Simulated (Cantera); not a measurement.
## Iron carbonyl, mercury and lead vapours: Fe(CO)5 + H2 + CO

Feed: 1 mol Fe(CO)5, 1.5 mol H2, 0.067 mol CO, equilibrated at 0.100 bar.

These are equilibrium values from Cantera (NASA tables, ideal gas, pure condensed phases), not measurements of a reactor. Candidate condensed phases: C, C6H6, C7H8, C8H18, Fe, Fe(CO)5, FeO, Fe(OH)2, Fe(OH)3, Fe2O3, Fe3O4, H2O; 114 gas species. Iron dissolves carbon and melts from about 1420 K in contact with it, which pure phases cannot show. Condensed phases not in the tables: cementite and carbon dissolved in iron. Kinetics and transport are ignored.

```csv
T (°C),x CO,x H2,x CO2,x H2O,x CH4,n C(graphite),n Fe(α),n Fe(γ)
802,0.762,0.228,0.00788,0.00220,0.000235,0.0640,1.00,0
852,0.767,0.228,0.00344,0.00113,0.000150,0.0289,1.00,0
902,0.770,0.228,0.00160,0.000609,9.97e-5,0.0138,1.00,0
952,0.771,0.228,0.000795,0.000346,6.84e-5,0.00703,0,1.00
1002,0.771,0.228,0.000417,0.000205,4.83e-5,0.00376,0,1.00
1052,0.771,0.228,0.000230,0.000127,3.50e-5,0.00211,0,1.00
1102,0.771,0.228,0.000132,8.10e-5,2.59e-5,0.00123,0,1.000
1152,0.771,0.228,7.95e-5,5.35e-5,1.96e-5,0.000733,0,1.000
1202,0.772,0.228,4.95e-5,3.64e-5,1.52e-5,0,0,1.000
1252,0.772,0.228,3.18e-5,2.53e-5,1.19e-5,0,0,1.000
1302,0.772,0.228,2.11e-5,1.81e-5,9.48e-6,0,0,1.000
```
x: gas mole fraction; n: condensed amount in mol.

From 802 °C to 902 °C the condensed part is C(graphite) + Fe(α). From 952 °C to 1152 °C the condensed part is C(graphite) + Fe(γ). From 1202 °C to 1302 °C the condensed part is Fe(γ).
